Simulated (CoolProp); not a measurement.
cis-2-butene along the isotherm 411.2 K: fugacity coefficient from the reference equation and from simpler models built on Tc = 435.8 K, pc = 4236 kPa, ω = 0.202; each cubic takes its own stable root.

Computed with CoolProp (reference Helmholtz-energy equation of state, Lemmon 2005). It is a short technical equation, of lower accuracy than the large ones.

```tsv
p (kPa)	phase	reference	Redlich-Kwong	Soave-Redlich-Kwong	Peng-Robinson
67	gas	0.9934	0.9936	0.9935	0.9929
138	gas	0.9863	0.9869	0.9867	0.9854
282	gas	0.9721	0.9733	0.9728	0.9702
580	gas	0.9428	0.9454	0.9443	0.9391
1190	gas	0.8833	0.8888	0.8866	0.8766
2450	gas	0.7599	0.7726	0.7678	0.7506
5020	liquid	0.4417	0.4740	0.4575	0.4396
10300	liquid	0.2586	0.2851	0.2742	0.2576
21200	liquid	0.1786	0.2035	0.1950	0.1760
```
